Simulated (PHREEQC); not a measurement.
0.81 g of hydrous ferric oxide (600 m²/g; 0.2 weak and 0.005 strong sites per Fe, Dzombak-Morel constants, diffuse double layer) in 1 kg of water with 0.005 mol/kgw of an inert sodium salt and 0.25 mmol/kgw Na2SO4, 0.19 mmol/kgw ZnCl2 and 0.028 mmol/kgw H3BO3, at 25 °C; the pH is set by adding NaOH or the inert anion's acid. O2 is buffered at 0.21 atm. No CO2 enters from the air. Nothing may precipitate in this run.

The numbers come from PHREEQC with the ion-association model, wateq4f.dat.

```json
[
 {"pH": "4", "S sorbed (%)": "100.0", "Zn sorbed (%)": "0.1", "B sorbed (%)": "0.2", "surface charge σ (C/m²)": "0.143", "surface potential ψ (mV)": "175"},
 {"pH": "4.67", "S sorbed (%)": "99.8", "Zn sorbed (%)": "1.8", "B sorbed (%)": "0.3", "surface charge σ (C/m²)": "0.088", "surface potential ψ (mV)": "151"},
 {"pH": "5.33", "S sorbed (%)": "98.7", "Zn sorbed (%)": "13.8", "B sorbed (%)": "0.4", "surface charge σ (C/m²)": "0.050", "surface potential ψ (mV)": "123"},
 {"pH": "6", "S sorbed (%)": "89.0", "Zn sorbed (%)": "35.2", "B sorbed (%)": "0.4", "surface charge σ (C/m²)": "0.027", "surface potential ψ (mV)": "94"},
 {"pH": "6.67", "S sorbed (%)": "58.5", "Zn sorbed (%)": "78.5", "B sorbed (%)": "0.5", "surface charge σ (C/m²)": "0.016", "surface potential ψ (mV)": "71"},
 {"pH": "7.33", "S sorbed (%)": "20.4", "Zn sorbed (%)": "97.4", "B sorbed (%)": "0.5", "surface charge σ (C/m²)": "0.010", "surface potential ψ (mV)": "49"},
 {"pH": "8", "S sorbed (%)": "2.2", "Zn sorbed (%)": "99.8", "B sorbed (%)": "0.5", "surface charge σ (C/m²)": "0.003", "surface potential ψ (mV)": "17"},
 {"pH": "8.67", "S sorbed (%)": "0.1", "Zn sorbed (%)": "100.0", "B sorbed (%)": "0.4", "surface charge σ (C/m²)": "-0.004", "surface potential ψ (mV)": "-20"},
 {"pH": "9.33", "S sorbed (%)": "0.0", "Zn sorbed (%)": "100.0", "B sorbed (%)": "0.2", "surface charge σ (C/m²)": "-0.012", "surface potential ψ (mV)": "-56"},
 {"pH": "10", "S sorbed (%)": "0.0", "Zn sorbed (%)": "100.0", "B sorbed (%)": "0.1", "surface charge σ (C/m²)": "-0.027", "surface potential ψ (mV)": "-91"},
 {"pH": "10.67", "S sorbed (%)": "0.0", "Zn sorbed (%)": "100.0", "B sorbed (%)": "0.0", "surface charge σ (C/m²)": "-0.052", "surface potential ψ (mV)": "-123"},
 {"pH": "11.33", "S sorbed (%)": "0.0", "Zn sorbed (%)": "99.9", "B sorbed (%)": "0.0", "surface charge σ (C/m²)": "-0.099", "surface potential ψ (mV)": "-149"},
 {"pH": "12", "S sorbed (%)": "0.0", "Zn sorbed (%)": "98.3", "B sorbed (%)": "0.0", "surface charge σ (C/m²)": "-0.187", "surface potential ψ (mV)": "-163"}
]
```
